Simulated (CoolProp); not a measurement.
The numbers come from the reference Helmholtz-energy equation of state, Tillner-Roth 1994 in CoolProp.

Q: For R134a, give the phase and the density (kg/m³), speed of sound (m/s), expansivity (1/kK), viscosity (µPa s) at 352.1 K and 15.5 bar.

A: 
- 352.1 K and 15.5 bar: gas; density 67.2, speed of sound 149, expansivity 6.07, viscosity 14.2

Viscosity comes from a separate model (Huber 2003), an estimate that may be off by 10 % or more.
